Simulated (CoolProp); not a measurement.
Vapour-liquid equilibrium of toluene (1) + p-xylene (2) at 213.85 °C; x and y are mole fractions of (1).

The numbers come from the multi-fluid Helmholtz-energy mixture model, Lemmon 2006 and Zhou 2012; pair parameters Bell 2016 in CoolProp.

| x | bubble pressure (kPa) | y at the bubble point | dew pressure at overall composition x (kPa) | liquid density (mol/L) |
|---|---|---|---|---|
| 0.05 | 556.1 | 0.078 | 548.8 | 6.350 |
| 0.15 | 596.3 | 0.222 | 575.5 | 6.426 |
| 0.25 | 637.2 | 0.349 | 605.0 | 6.503 |
| 0.35 | 678.6 | 0.464 | 637.4 | 6.582 |
| 0.45 | 720.2 | 0.567 | 673.3 | 6.662 |
| 0.55 | 762.1 | 0.660 | 713.1 | 6.743 |
| 0.65 | 804.1 | 0.746 | 757.2 | 6.826 |
| 0.75 | 846.2 | 0.825 | 806.2 | 6.911 |
| 0.85 | 888.5 | 0.898 | 860.4 | 6.998 |
| 0.95 | 930.9 | 0.967 | 920.2 | 7.088 |

No azeotrope shows between x = 0.05 and 0.95.

The pair parameters rest on a limited set of measurements; away from them the model extrapolates.
